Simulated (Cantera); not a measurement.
An isothermal, constant-pressure homogeneous reactor starts with CH4 : H2 : H2O = 1 : 47 : 0.13 (molar parts), at 1748 K and 2100 Pa.

Cantera simulation using GRI-Mech 3.0 (53 species, 325 reactions); the numbers are that mechanism's predictions, not measurements. GRI-Mech 3.0 stops at C3 and has no aromatics, soot or wall deposition, so with more carbon than oxygen in the feed, carbon stays in small species such as C2H2 where larger ones or solid carbon would form. Radical loss at walls, strong at low pressure, is not modelled.

x: mole fraction; the columns are a selection and need not sum to one.

```csv
t (s),x CH4,x H2,x CH3,x C2H6,x C2H2,x H,x C2H
1.00e-5,0.0208,0.977,1.67e-7,<1e-12,<1e-12,2.00e-7,<1e-12
3.80e-5,0.0208,0.977,___,<1e-12,<1e-12,___,<1e-12
0.000144,0.0208,0.977,1.73e-6,4.72e-12,<1e-12,3.57e-6,<1e-12
0.000548,0.0208,0.977,6.20e-6,1.85e-10,4.08e-12,1.39e-5,<1e-12
0.00208,0.0208,0.976,2.31e-5,5.11e-9,9.86e-10,5.33e-5,<1e-12
0.00790,0.0207,0.976,8.66e-5,8.16e-8,2.94e-7,0.000202,<1e-12
0.0300,0.0203,0.976,0.000298,6.90e-7,5.78e-5,0.000709,2.93e-10
0.114,___,0.977,___,___,___,0.00130,___
0.433,0.0104,0.980,0.000301,4.71e-7,0.00490,0.00140,4.88e-8
1.64,0.00382,0.984,0.000118,6.93e-8,0.00818,0.00150,8.71e-8
6.24,0.00116,0.985,3.70e-5,6.72e-9,0.00936,0.00156,1.03e-7
23.7,0.000546,0.986,1.76e-5,1.57e-9,0.00924,0.00157,1.03e-7
90.0,0.000280,0.987,9.03e-6,4.72e-10,0.00880,0.00158,9.80e-8
```

Fill in the missing entries.


- 3.80e-5, x CH3: 5.40e-7
- 3.80e-5, x H: 8.56e-7
- 0.114, x CH4: 0.0175
- 0.114, x CH3: 0.000471
- 0.114, x C2H6: 1.22e-6
- 0.114, x C2H2: 0.00134
- 0.114, x C2H: 1.25e-8
